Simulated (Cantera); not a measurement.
A perfectly stirred reactor is fed with 45.5 % C2H6, 54.5 % H2, at 0.210 Torr; it is held at 1798 K, and followed from long to short residence time.

Model: GRI-Mech 3.0 (53 species, 325 reactions), integrated in Cantera. GRI-Mech 3.0 stops at C3 and has no aromatics, soot or wall deposition, so with more carbon than oxygen in the feed, carbon stays in small species such as C2H2 where larger ones or solid carbon would form. Radical loss at walls, strong at low pressure, is not modelled.

x: mole fraction; the columns are a selection and need not sum to one.

```json
[
 {"τ (s)": "1.6", "x C2H6": "0.000509", "x H2": "0.695", "x H": "?", "x CH4": "0.0732", "x C2H": "1.44e-5", "x C2H2": "0.211"},
 {"τ (s)": "0.36", "x C2H6": "0.00216", "x H2": "0.646", "x H": "?", "x CH4": "0.124", "x C2H": "1.54e-5", "x C2H2": "0.186"},
 {"τ (s)": "0.080", "x C2H6": "0.00935", "x H2": "0.578", "x H": "0.00681", "x CH4": "0.183", "x C2H": "1.44e-5", "x C2H2": "0.141"},
 {"τ (s)": "0.018", "x C2H6": "0.0398", "x H2": "0.512", "x H": "0.00689", "x CH4": "0.207", "x C2H": "8.57e-6", "x C2H2": "0.0736"},
 {"τ (s)": "0.0039", "x C2H6": "0.155", "x H2": "0.494", "x H": "?", "x CH4": "0.127", "x C2H": "1.22e-6", "x C2H2": "0.0134"},
 {"τ (s)": "0.00085", "x C2H6": "0.348", "x H2": "0.522", "x H": "?", "x CH4": "0.0243", "x C2H": "1.06e-8", "x C2H2": "0.000277"},
 {"τ (s)": "0.00019", "x C2H6": "0.433", "x H2": "0.538", "x H": "?", "x CH4": "0.00198", "x C2H": "2.79e-12", "x C2H2": "4.36e-7"}
]
```

Q: Some entries are withheld; supply them.

A: 
- 1.6, x H: 0.00548
- 0.36, x H: 0.00617
- 0.0039, x H: 0.00525
- 0.00085, x H: 0.00240
- 0.00019, x H: 0.000471
